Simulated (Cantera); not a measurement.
A freely propagating, adiabatic, planar premixed flame of CO : H₂ : CH₄ : O₂ : N₂ = 1 : 0.035 : 0.24 : 0.713 : 2.68 (molar parts), unburnt at 473 K and 9.87 atm; mixture-averaged transport, grid criteria slope 0.08 and curve 0.16, no radiation.

Cantera simulation using GRI-Mech 3.0 (53 species, 325 reactions); the numbers are that mechanism's predictions, not measurements. Burning velocities carry a grid error of a few per cent, more on coarse grids.

Task: Predict: laminar burning velocity; thermal thickness; peak x(HCO); peak x(C₂H₄); peak x(HCN).

Result: 
* **laminar burning velocity**: 67.3 cm/s
* **thermal thickness**: 0.0438 mm
* **peak x(HCO)**: 2.79e-5
* **peak x(C₂H₄)**: 0.000114
* **peak x(HCN)**: 2.34e-6
